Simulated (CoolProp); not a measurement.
Vapour-liquid equilibrium of R1234yf (1) + isobutane (2) at 0.162 bar; x and y are mole fractions of (1).

The numbers come from the multi-fluid Helmholtz-energy mixture model, Lemmon 2022 and Bücker 2006; pair parameters Bell 2016 in CoolProp.

| x | bubble temperature (°C) | y at the bubble point | dew temperature at overall composition x (°C) | liquid density (mol/L) |
|---|---|---|---|---|
| 0.05 | -56.5 | 0.319 | -51.5 | ? |
| 0.125 | -60.8 | 0.506 | -52.7 | 11.14 |
| 0.2 | -62.8 | 0.585 | -54.1 | 11.20 |
| 0.275 | -63.8 | 0.625 | -55.6 | 11.25 |
| 0.35 | -64.3 | 0.650 | -57.1 | 11.30 |
| 0.425 | -64.7 | 0.667 | -58.8 | ? |
| 0.5 | -64.9 | 0.683 | -60.6 | 11.40 |
| 0.575 | -65.1 | 0.699 | -62.5 | 11.46 |
| 0.65 | -65.3 | 0.719 | -64.3 | 11.53 |
| 0.725 | -65.4 | 0.747 | -65.3 | 11.60 |
| 0.8 | -65.4 | 0.785 | -65.3 | 11.68 |
| 0.875 | ? | 0.841 | -65.0 | 11.76 |
| 0.95 | -64.8 | 0.923 | -64.6 | 11.84 |

Complete the blanks.


- 0.05, liquid density (mol/L): 11.04
- 0.425, liquid density (mol/L): 11.35
- 0.875, bubble temperature (°C): -65.2

y crosses x between x = 0.725 and 0.8: the model has an azeotrope there.

The pair parameters rest on a limited set of measurements; away from them the model extrapolates.
